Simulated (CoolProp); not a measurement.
Vapour-liquid equilibrium of p-xylene (1) + n-decane (2) at 0.0052 MPa; x and y are mole fractions of (1).

Values from CoolProp's multi-fluid Helmholtz-energy mixture model, Zhou 2012 and Lemmon 2006; pair parameters Bell 2016.

Q: Give the bubble temperature and the first vapour's composition at x = 0.35, 0.75, 0.85. Is there an azeotrope?

A: x = 0.35: 341.4 K, y = 0.702; x = 0.75: 331.4 K, y = 0.926; x = 0.85: 329.5 K, y = 0.958. No azeotrope shows between x = 0.05 and 0.95.

Pair parameters are fitted to limited data, so mixtures are less certain than the pure fluids.
